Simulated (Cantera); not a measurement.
What does this Cantera script print?

```python
import numpy as np
import cantera as ct

gas = ct.Solution("gri30.yaml")


def delay(T, t_max=10):
    gas.TPX = T, 1700000, {'C3H8': 1, 'O2': 4.55, 'N2': 17.1}
    reactor = ct.IdealGasReactor(gas, clone=False)
    net = ct.ReactorNet([reactor])
    net.rtol, net.atol = 1e-8, 1e-16
    while net.time < t_max:
        t_old, T_old = net.time, reactor.T
        net.step()
        if reactor.T > T + 400:  # ignition: a rise of 400 K
            return t_old + (T + 400 - T_old) / (reactor.T - T_old) * (net.time - t_old)
    return np.nan


taus = []
for T in [1250, 1300, 1350, 1400, 1450, 1500, 1550, 1600]:
    taus.append(delay(T))
    print(f"T0 = {T:6g} K   tau = {taus[-1]:.4e} s")
```

Output:

```
T0 =   1250 K   tau = 4.6086e-04 s
T0 =   1300 K   tau = 2.0292e-04 s
T0 =   1350 K   tau = 9.3818e-05 s
T0 =   1400 K   tau = 4.5991e-05 s
T0 =   1450 K   tau = 2.4033e-05 s
T0 =   1500 K   tau = 1.3400e-05 s
T0 =   1550 K   tau = 7.9539e-06 s
T0 =   1600 K   tau = 5.0050e-06 s
```

Computed with Cantera and GRI-Mech 3.0 (53 species, 325 reactions). GRI-Mech 3.0 was tuned for natural gas; its chemistry of propane as a main component is partial and can be far from experiment. The pressure lies above the range GRI-Mech 3.0 was tuned for (to about 10 atm).
